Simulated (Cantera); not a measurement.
Feed: 1 mol CCl4, 0.012 mol HCl, 0.87 mol H2, equilibrated at 0.000460 bar.

Method: chemical equilibrium by Gibbs-energy minimisation in Cantera with the NASA 1993 tables (ideal gas, pure condensed phases). Candidate condensed phases: C, C6H6, C7H8, C8H18; 91 gas species. The numbers say what is thermodynamically allowed, not how fast it happens.

Task: Which condensed phases are stable at each of these points (T (K)): 2000, 2100, 2200, 2300, 2400, 2500, 2600, 2700, 2800, 2900, 3000, 3100, 3200, 3300?

Result: 
```json
[
 {"T (K)": "2000", "condensed phases": "C(graphite)", "C condensed (%)": "100.0"},
 {"T (K)": "2100", "condensed phases": "C(graphite)", "C condensed (%)": "100.0"},
 {"T (K)": "2200", "condensed phases": "C(graphite)", "C condensed (%)": "100.0"},
 {"T (K)": "2300", "condensed phases": "C(graphite)", "C condensed (%)": "99.8"},
 {"T (K)": "2400", "condensed phases": "C(graphite)", "C condensed (%)": "99.4"},
 {"T (K)": "2500", "condensed phases": "C(graphite)", "C condensed (%)": "97.7"},
 {"T (K)": "2600", "condensed phases": "C(graphite)", "C condensed (%)": "90.4"},
 {"T (K)": "2700", "condensed phases": "C(graphite)", "C condensed (%)": "61.4"},
 {"T (K)": "2800", "condensed phases": "gas only", "C condensed (%)": "0.0"},
 {"T (K)": "2900", "condensed phases": "gas only", "C condensed (%)": "0.0"},
 {"T (K)": "3000", "condensed phases": "gas only", "C condensed (%)": "0.0"},
 {"T (K)": "3100", "condensed phases": "gas only", "C condensed (%)": "0.0"},
 {"T (K)": "3200", "condensed phases": "gas only", "C condensed (%)": "0.0"},
 {"T (K)": "3300", "condensed phases": "gas only", "C condensed (%)": "0.0"}
]
```

From 2000 K to 2700 K the condensed part is C(graphite). From 2800 K to 3300 K nothing is condensed.
